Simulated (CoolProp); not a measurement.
A single-stage vapour-compression cycle with cyclopentane: evaporating at 326.15 K (dew point), condensing at 368.15 K (bubble point), superheat 8 K, subcooling 2 K, compressor efficiency 0.8, no pressure losses. Each further row changes one setting.

Model: reference Helmholtz-energy equation of state, Gedanitz 2015, in CoolProp.

```
case                              cooling COP  pressure ratio  discharge temperature (K)  refrigerating effect (kJ/kg)  volumetric capacity (kJ/m³)
--------------------------------  -----------  --------------  -------------------------  ----------------------------  ---------------------------
as stated                                5.45            3.23                      378.0                           315                          943
evaporating temperature 331.15 K            …               …                      377.3                           321                            …
condensing temperature 363.15 K          6.32            2.85                      373.4                           326                          975
subcooling 7 K                              …            3.23                      378.0                           326                          975
superheat 18 K                           5.52            3.23                          …                             …                          953
compressor efficiency 0.7                4.77            3.23                          …                           315                          943
```

Question: Complete the blanks.

Answer: 
- evaporating temperature 331.15 K, cooling COP: 6.40
- evaporating temperature 331.15 K, pressure ratio: 2.76
- evaporating temperature 331.15 K, volumetric capacity (kJ/m³): 1110
- subcooling 7 K, cooling COP: 5.64
- superheat 18 K, discharge temperature (K): 387.6
- superheat 18 K, refrigerating effect (kJ/kg): 329
- compressor efficiency 0.7, discharge temperature (K): 383.0
